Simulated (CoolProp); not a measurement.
A single-stage vapour-compression cycle with CH2F2 (R32): evaporating at 314.15 K (dew point), condensing at 340.15 K (bubble point), superheat 8 K, subcooling 5 K, compressor efficiency 0.8, no pressure losses. Each further row changes one setting.

Computed with CoolProp (reference Helmholtz-energy equation of state, Tillner-Roth 1997).

| case | cooling COP | pressure ratio | discharge temperature (K) | refrigerating effect (kJ/kg) | volumetric capacity (kJ/m³) |
|---|---|---|---|---|---|
| as stated | 7.17 | 1.80 | 368.0 | 202 | 13900 |
| evaporating temperature 319.15 K | 9.18 | ? | ? | 201 | 15900 |
| condensing temperature 335.15 K | 9.38 | ? | ? | 214 | 14800 |
| subcooling 10 K | 7.65 | 1.80 | 368.0 | 215 | ? |
| superheat 18 K | 7.08 | 1.80 | 379.3 | ? | 13800 |
| compressor efficiency 0.7 | 6.28 | 1.80 | 370.4 | 202 | 13900 |

Question: What belongs in the gaps?

Answer: 
- evaporating temperature 319.15 K, pressure ratio: 1.60
- evaporating temperature 319.15 K, discharge temperature (K): 363.8
- condensing temperature 335.15 K, pressure ratio: 1.62
- condensing temperature 335.15 K, discharge temperature (K): 359.3
- subcooling 10 K, volumetric capacity (kJ/m³): 14900
- superheat 18 K, refrigerating effect (kJ/kg): 218
